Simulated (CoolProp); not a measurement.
A closed Brayton cycle with carbon dioxide: compressor inlet 312.15 K and 8.4 MPa, high pressure 19.2 MPa, turbine inlet 950 K, compressor efficiency 0.8, turbine efficiency 0.93, recuperator effectiveness 0.95 (on enthalpy, no pinch check). Each further row changes one setting.

Computed with CoolProp (reference Helmholtz-energy equation of state, Span 1996).

| case | thermal efficiency (%) | net work (kJ/kg) | compressor to turbine work | compressor exit (K) | turbine exit (K) |
|---|---|---|---|---|---|
| as stated | ___ | 102 | 0.23 | 362.7 | 837.8 |
| turbine inlet 900 K | 38.5 | ___ | 0.24 | 362.7 | 791.8 |
| compressor inlet 322.15 K | ___ | ___ | 0.31 | ___ | 837.8 |
| high pressure 16.3 MPa | ___ | 84.5 | 0.21 | 352.4 | ___ |
| recuperator effectiveness 0.5 | ___ | 102 | 0.23 | 362.7 | 837.8 |

Q: Some entries are withheld; supply them.

A: 
- as stated, thermal efficiency (%): 39.8
- turbine inlet 900 K, net work (kJ/kg): 94.9
- compressor inlet 322.15 K, thermal efficiency (%): 39.6
- compressor inlet 322.15 K, net work (kJ/kg): 91.4
- compressor inlet 322.15 K, compressor exit (K): 389.3
- high pressure 16.3 MPa, thermal efficiency (%): 37.4
- high pressure 16.3 MPa, turbine exit (K): 859.4
- recuperator effectiveness 0.5, thermal efficiency (%): 20.1
